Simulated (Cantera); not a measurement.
A Cantera script and what it prints.

```python
import numpy as np
import cantera as ct

gas_names = [...]  # 109 gases of nasa_gas.yaml made of C, Cl, H, Si
cond_names = """
    C(gr) C6H6(L) C7H8(L) C8H18(L),n-octa Si(cr) Si(L) SiC(b)
""".split()


# ... load() reads the species with a 1 bar reference pressure and builds the phases ...
atoms = {
    'SiHCl3': {'Si': 1, 'H': 1, 'CL': 3},
    'CH4': {'C': 1, 'H': 4},
    'H2': {'H': 2},
}
top_T = {'C(gr)': 4500, 'SiC(b)': 3050}  # K; cautious upper limits of use, not melting points


# ... equilibrate(T, P, feed) seeds the gas with the atoms and calls Mixture.equilibrate('TP', solver="vcs", rtol=1e-11, max_steps=5000) ...
results = []
feed = {'SiHCl3': 1, 'CH4': 0.17, 'H2': 1700}  # mol
T = 1123  # K
P = 13332.2  # Pa
mix = equilibrate(T, P, feed)
results.append((T, P, feed, dict(zip(mix.species_names, mix.species_moles))))
x = sorted(zip(gas.X, gas.species_names), reverse=True)
print(f"T = {T:g} K  P = {P:g} Pa  gas = {mix.phase_moles(0):.4g} mol")
print("   x: " + "  ".join(f"{s} {v:.3e}" for v, s in x if v > 1e-05))
print("   condensed (mol): " + ("  ".join(f"{mix.phase(i).name} {mix.phase_moles(i):.4g}"
      for i in range(1, mix.n_phases) if mix.phase_moles(i) > 1e-12) or "none"))
```

It prints:

```
T = 1123 K  P = 13332.2 Pa  gas = 1702 mol
   x: H2 9.982e-01  HCL 1.740e-03
   condensed (mol): Si(cr) 0.8189  SiC(b) 0.1632
```

Cantera equilibrium calculation (NASA polynomials, part measured and part estimated; ideal gas, pure solids and liquids). Mutual solubility and eutectic melting of coexisting phases are not modelled.
